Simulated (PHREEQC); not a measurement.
Make-up at 35 °C: 190 mmol/kgw MgCl2, 4.1 mmol/kgw NaAlO2 and 14 mmol/kgw NaCl. Closed to the air; pH follows from the charge balance.

Equilibrium calculation in PHREEQC: ion-association model, wateq4f.dat.

Task: The ionic strength comes out as 0.588 mol/kgw. What activity coefficients do Al(OH)2+, Cl-, OH-, Mg+2, Na+ get?

Result: Al(OH)2+ 0.68, Cl- 0.63, OH- 0.62, Mg+2 0.28, Na+ 0.70.

No solid was allowed to form. Saturation is exceeded, for instance for Al(OH)3(a), Boehmite (slow to form); the values hold only as long as no solid forms. Complexes and solids missing from the database can't appear.
